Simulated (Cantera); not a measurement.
Feed: 1 mol SiCl4, 5.6 mol NH3, 3.7 mol N2, at 0.133 bar.

Cantera equilibrium calculation (NASA polynomials, part measured and part estimated; ideal gas, pure solids and liquids). Candidate condensed phases: NH4Cl, Si, Si3N4; 28 gas species. Gases not in the tables: Si2H6 and higher silanes. Rates play no part.

What share of the Si ends up in condensed phases as a function of T (°C), at 1250, 1300, 1350, 1400, 1450, 1500, 1550, 1600, 1650, 1700, 1750, 1800, 1850?


```csv
T (°C),Si condensed (%),as
1250,86.3,Si3N4(s)
1300,79.5,Si3N4(s)
1350,69.9,Si3N4(s)
1400,57.8,Si3N4(s)
1450,43.8,Si3N4(s)
1500,28.9,Si3N4(s)
1550,14.0,Si3N4(s)
1600,0.0,-
1650,0.0,-
1700,0.0,-
1750,0.0,-
1800,0.0,-
1850,0.0,-
```
